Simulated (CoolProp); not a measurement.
Cyclopentane along the isobar 12700 kPa: fugacity coefficient from the reference equation and from simpler models built on Tc = 238.6 °C, pc = 4583 kPa, ω = 0.202; each cubic takes its own stable root.

The numbers come from the reference Helmholtz-energy equation of state, Gedanitz 2015 in CoolProp.

```csv
T (°C),phase,reference
175.25,liquid,0.1600
180.15,liquid,0.1703
185.05,liquid,0.1809
189.85,liquid,0.1916
194.75,liquid,0.2028
199.65,liquid,0.2143
204.45,liquid,0.2258
209.35,liquid,0.2377
214.25,liquid,0.2500
219.05,liquid,0.2622
223.95,liquid,0.2748
228.85,liquid,0.2876
```

How far does each simpler model (Redlich-Kwong, Soave-Redlich-Kwong, Peng-Robinson) lie from the reference over these 12 states: mean and median of the absolute difference, and the worst?


- Redlich-Kwong: mean 12.0 %, median 11.8 %, worst +16.8 % at 175.25 °C and 12700 kPa
- Soave-Redlich-Kwong: mean 6.1 %, median 6.2 %, worst +6.3 % at 223.95 °C and 12700 kPa
- Peng-Robinson: mean 0.8 %, median 0.8 %, worst -1.2 % at 175.25 °C and 12700 kPa
